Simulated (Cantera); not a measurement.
Feed: 1 mol SiCl4, 0.031 mol Cl2, 21 mol H2, at 1150 °C.

Cantera equilibrium calculation (NASA polynomials, part measured and part estimated; ideal gas, pure solids and liquids). Candidate condensed phases: Si; 19 gas species. The tables' values for SiCl3 are old estimates; treat these amounts as uncertain. Kinetics and transport are ignored.

x: gas mole fraction; n: condensed amount in mol.

| P (Pa) | x H2 | x HCl | x SiCl2 | x SiHCl3 | x SiCl4 | x SiCl3 | n Si(s) |
|---|---|---|---|---|---|---|---|
| 100 | 0.861 | 0.102 | 0.0363 | 2.01e-5 | (withheld) | 0.000530 | 0.149 |
| 260 | 0.861 | 0.101 | 0.0360 | 5.14e-5 | (withheld) | 0.000843 | 0.149 |
| 670 | 0.862 | 0.101 | 0.0354 | 0.000129 | (withheld) | 0.00132 | 0.148 |
| 1700 | 0.864 | 0.0992 | 0.0343 | 0.000313 | (withheld) | 0.00201 | 0.146 |
| 4500 | 0.866 | 0.0965 | 0.0324 | 0.000761 | (withheld) | 0.00299 | 0.144 |
| 12000 | 0.871 | 0.0917 | 0.0291 | 0.00174 | (withheld) | 0.00416 | 0.140 |
| 30000 | 0.877 | 0.0849 | 0.0248 | 0.00342 | (withheld) | 0.00517 | 0.132 |
| 77000 | 0.885 | 0.0757 | 0.0195 | 0.00616 | (withheld) | 0.00578 | 0.114 |
| 200000 | 0.894 | 0.0648 | 0.0141 | 0.00994 | (withheld) | 0.00576 | 0.0819 |

Task: Some entries are withheld; supply them.

Result: 
- 100, x SiCl4: 3.06e-5
- 260, x SiCl4: 7.80e-5
- 670, x SiCl4: 0.000194
- 1700, x SiCl4: 0.000463
- 4500, x SiCl4: 0.00109
- 12000, x SiCl4: 0.00236
- 30000, x SiCl4: 0.00427
- 77000, x SiCl4: 0.00678
- 200000, x SiCl4: 0.00927
